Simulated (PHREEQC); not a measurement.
1.9 g of hydrous ferric oxide (600 m²/g; 0.2 weak and 0.005 strong sites per Fe, Dzombak-Morel constants, diffuse double layer) in 1 kg of water with 0.001 mol/kgw of an inert sodium salt and 0.0021 mol MnCl2, at 25 °C; the pH is set by adding NaOH or the inert anion's acid. The system is closed to oxygen. CO2 from the air is kept out. Nothing may precipitate in this run.

All values are PHREEQC results (ion-association model, wateq4f.dat), not measurements.

```tsv
pH	Mn sorbed (%)	surface charge σ (C/m²)	surface potential ψ (mV)
3	0.0	0.322	205
3.38	0.0	___	201
4.12	0.0	___	184
4.5	0.1	0.151	172
5.25	1.1	0.086	145
5.62	2.8	0.063	130
6.38	8.4	0.032	97
6.75	17.6	0.023	83
7.5	54.6	0.016	67
7.88	___	0.013	___
8.62	91.5	0.009	46
9	96.1	0.006	36
```

**Question.** Some entries are withheld; supply them.

**Answer.** 
- 3.38, surface charge σ (C/m²): 0.283
- 4.12, surface charge σ (C/m²): 0.193
- 7.88, Mn sorbed (%): 71.7
- 7.88, surface potential ψ (mV): 61

Species that the database lacks are ignored. The oxide is taken as insoluble; below pH 4 it would dissolve.
